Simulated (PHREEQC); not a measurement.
1 kg of water holding 5.2 mmol/kgw K2CO3 and 11 mmol/kgw KHCO3 is evaporated at 20 °C; the solids stay in contact with the brine. CO2 is held at log p = -3.4 (atm). Solids allowed: Kalicinite. Others were left out.

Base run: PHREEQC, Pitzer model, pitzer.dat. Each further column changes one thing. The table gives ionic strength.

| H2O removed (mol) | base | temperature from 20 to 50 °C | temperature from 20 to 5 °C |
|---|---|---|---|
| 0 | 0.0237 | 0.0253 | 0.0229 |
| 24.69 | 0.0447 | 0.0478 | 0.0429 |
| 41.44 | 0.105 | 0.111 | 0.100 |
| 47.7 | 0.197 | 0.207 | 0.189 |
| 51.94 | 0.451 | 0.468 | 0.438 |
| 53.53 | 0.834 | 0.857 | 0.814 |
| 54.41 | 1.53 | 1.56 | 1.50 |
| 55.01 | 3.39 | 3.44 | 3.34 |
| 55.23 | 6.09 | 6.16 | 6.02 |

 At this temperature some constants are extrapolated from 25 °C, and those without enthalpy data are left unchanged.
